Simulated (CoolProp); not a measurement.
Sulfur hexafluoride at 281.97 K and 2.55 MPa flows at 0.66 m/s in a round tube of 100 mm bore and 45 µm roughness, fully developed (64/Re and Nu = 3.66 if laminar; Colebrook and Gnielinski if turbulent). Each further row changes one setting.

The numbers come from the reference Helmholtz-energy equation of state, Guder 2009 in CoolProp.

| case | Reynolds number | Darcy friction factor | pressure drop (Pa/m) | heat-transfer coefficient (W/(m² K)) | mass flow (kg/h) |
|---|---|---|---|---|---|
| as stated | 603000 | 0.0172 | 56.6 | 1410 | 28200 |
| velocity 1.32 m/s | 1210000 | 0.0168 | 221 | 2770 | 56400 |
| diameter 200 mm | 1210000 | 0.0148 | 24.4 | 1250 | 113000 |

Viscosity comes from a separate model (Quiñones-Cisneros 2012). Thermal conductivity comes from a separate model (Assael 2012).
